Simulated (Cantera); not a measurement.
Input (Python, Cantera):

```python
import numpy as np
import cantera as ct

gas = ct.Solution("gri30.yaml")


def delay(T, t_max=10):
    gas.TPX = T, 270000, {'CO': 1, 'H2': 1.4, 'O2': 1.74, 'N2': 6.54, 'H2O': 0.68}
    reactor = ct.IdealGasReactor(gas, clone=False)
    net = ct.ReactorNet([reactor])
    net.rtol, net.atol = 1e-8, 1e-16
    while net.time < t_max:
        t_old, T_old = net.time, reactor.T
        net.step()
        if reactor.T > T + 400:  # ignition: a rise of 400 K
            return t_old + (T + 400 - T_old) / (reactor.T - T_old) * (net.time - t_old)
    return np.nan


taus = []
for T in [1250, 1300, 1350, 1400, 1450, 1500, 1550]:
    taus.append(delay(T))
    print(f"T0 = {T:6g} K   tau = {taus[-1]:.4e} s")
```

It prints:

```
T0 =   1250 K   tau = 2.0830e-05 s
T0 =   1300 K   tau = 1.5321e-05 s
T0 =   1350 K   tau = 1.2021e-05 s
T0 =   1400 K   tau = 9.8581e-06 s
T0 =   1450 K   tau = 8.3617e-06 s
T0 =   1500 K   tau = 7.2915e-06 s
T0 =   1550 K   tau = 6.5112e-06 s
```

Computed with Cantera and GRI-Mech 3.0 (53 species, 325 reactions). The hydrogen kinetics of GRI-Mech 3.0 are dated; newer H2 mechanisms differ, most at raised pressure. Where the delays flatten at high temperature, the 400 K rule measures the pace of heat release, not the induction time.
